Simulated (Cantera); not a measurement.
Charge: 1 mol H2O, 0.037 mol H2, held at 10.0 Torr.

Method: chemical equilibrium by Gibbs-energy minimisation in Cantera with the NASA 1993 tables (ideal gas, pure condensed phases). Candidate condensed phases: H2O; 9 gas species. Equilibrium is a limit: real reactors are often held back by kinetics, nucleation or transport.

Problem. At 1627 °C, list the 4 most abundant gas species with their mole fractions, and the condensed phases.

Solution. H2O 0.957, H2 0.0380, OH 0.00277, H 0.00134. Condensed: gas only.
